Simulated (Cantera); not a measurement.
Input: 1 mol BN, 3.8 mol H2, 0.5 mol N2, 3.7 mol O2, held at 1827 °C and 41.0 mbar.

Method: chemical equilibrium by Gibbs-energy minimisation in Cantera with the NASA 1993 tables (ideal gas, pure condensed phases). Candidate condensed phases: B, BN, B2O3, B3O3H3, H2O; 39 gas species. The numbers say what is thermodynamically allowed, not how fast it happens.

Base state: H2O 0.510, O2 0.158, N2 0.154, HBO2 0.141, OH 0.0152, BO2 0.00509, B2O3 0.00476, NO 0.00381 (mole fractions); condensed: gas only.

### Question
What changes in the equilibrium state with this change: pressure from 41.0 mbar to 0.100 bar?

### Answer
```tsv
species	before	after
H2O	0.510	0.514
O2	0.158	0.159
N2	0.154	0.155
OH	0.0152	0.0123
H2	0.00376	0.00242
HBO2	0.141	0.143
H	0.000944	0.000485
BO	2.68e-5	1.38e-5
```
